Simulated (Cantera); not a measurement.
Input: 1 mol NH3, 0.15 mol H2, 1.2 mol N2, 0.14 mol O2, at 2875 °C.

Method: chemical equilibrium by Gibbs-energy minimisation in Cantera with the NASA 1993 tables (ideal gas, pure condensed phases). Candidate condensed phases: H2O; 24 gas species. Kinetics and transport are ignored.

At 1580 Torr, list the 7 most abundant gas species with their mole fractions, and the condensed phases.

N2 0.479, H2 0.343, H 0.0985, H2O 0.0692, OH 0.00735, O 0.00127, NO 0.000967. Condensed: gas only.
